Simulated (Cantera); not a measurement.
Input (Python, Cantera):

```python
import numpy as np
import cantera as ct

gas = ct.Solution("gri30.yaml", transport_model="multicomponent")
show = ['CH4', 'OH', 'CH3']

rows = []
print(f"{'T/K':>7s}{'rho':>11s}{'cp':>10s}{'mu':>11s}{'lambda':>11s}{'Pr':>7s}" + "".join(f"{'D_' + s:>11s}" for s in show))
for T in [400, 650, 900, 1150, 1400, 1650]:
    gas.TPX = T, 500000, {'NO': 0.39, 'N2': 0.22, 'N2O': 0.76}
    Pr = gas.cp_mass * gas.viscosity / gas.thermal_conductivity
    D = [gas.mix_diff_coeffs_mole[gas.species_index(s)] for s in show]
    rows.append([gas.density, gas.cp_mass, gas.viscosity, gas.thermal_conductivity, Pr, *D])
    print(f"{T:7g}{gas.density:11.4e}{gas.cp_mass:10.1f}{gas.viscosity:11.4e}"
          f"{gas.thermal_conductivity:11.4e}{Pr:7.3f}" + "".join(f"{d:11.4e}" for d in D))
print("SI units: kg/m3, J/kg/K, Pa s, W/m/K, m2/s")
```

Output:

```
    T/K        rho        cp         mu     lambda     Pr      D_CH4       D_OH      D_CH3
    400 5.6312e+00     985.9 2.0754e-05 2.8266e-02  0.724 6.5152e-06 9.1764e-06 6.5534e-06
    650 3.4654e+00    1105.1 3.0252e-05 4.5836e-02  0.729 1.5290e-05 2.1167e-05 1.5389e-05
    900 2.5028e+00    1191.3 3.8186e-05 6.2302e-02  0.730 2.6668e-05 3.6658e-05 2.6848e-05
   1150 1.9587e+00    1244.2 4.5190e-05 7.7061e-02  0.730 4.0332e-05 5.5245e-05 4.0610e-05
   1400 1.6089e+00    1282.0 5.1567e-05 9.0697e-02  0.729 5.6078e-05 7.6666e-05 5.6469e-05
   1650 1.3651e+00    1311.2 5.7490e-05 1.0351e-01  0.728 7.3765e-05 1.0073e-04 7.4282e-05
SI units: kg/m3, J/kg/K, Pa s, W/m/K, m2/s
```

Detailed kinetics in Cantera: GRI-Mech 3.0 (53 species, 325 reactions). The composition is frozen, though it would react at the higher temperatures.
